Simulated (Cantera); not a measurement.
Charge: 1 mol BF3, 0.94 mol O2, 75 mol H2, held at 477 °C and 49000 Pa.

These are equilibrium values from Cantera (NASA tables, ideal gas, pure condensed phases), not measurements of a reactor. Candidate condensed phases: B, B2O3, B3O3H3, H2O; 43 gas species. Gases not in the tables: H3BO3. Kinetics and transport are ignored.

Base state: H2 0.961, H2O 0.0211, BF3 0.0104, HF 0.00640, B3O3F3 0.000607, (HBO2)3 0.000289 (mole fractions); condensed: B2O3(l).

What changes in the equilibrium state with this change: temperature from 477 °C to 675 °C?


| species | before | after |
|---|---|---|
| H2 | 0.961 | 0.960 |
| H2O | 0.0211 | 0.0187 |
| HF | 0.00640 | 0.0118 |
| BF3 | 0.0104 | 0.00839 |
| (HBO2)3 | 0.000289 | 6.56e-5 |
| B3O3F3 | 0.000607 | 0.000816 |
| B2O3(l), mol | 0.00200 | 0.0796 |

What changes in the equilibrium state with this change: BF3 replaced by borazine?


| species | before | after |
|---|---|---|
| H2 | 0.961 | 0.991 |
| N2 | 0 | 0.00736 |
| H2O | 0.0211 | 0.00153 |
| BF3 | 0.0104 | 0 |
| (HBO2)3 | 0.000289 | 5.64e-6 |
| HF | 0.00640 | 0 |
| B3O3F3 | 0.000607 | 0 |
| B2O3(l), mol | 0.00200 | 0.586 |
| BN(s), mol | 0 | 1.83 |
The feed counts by its element totals alone. Further candidate phases: BN.

What changes in the equilibrium state with this change: BF3 replaced by B?


```json
[
 {"species": "H2", "before": "0.961", "after": "0.995"},
 {"species": "H2O", "before": "0.0211", "after": "0.00502"},
 {"species": "(HBO2)3", "before": "0.000289", "after": "3.35e-5"},
 {"species": "BF3", "before": "0.0104", "after": "0"},
 {"species": "HF", "before": "0.00640", "after": "0"},
 {"species": "B3O3F3", "before": "0.000607", "after": "0"},
 {"species": "B2O3(l), mol", "before": "0.00200", "after": "0.496"}
]
```
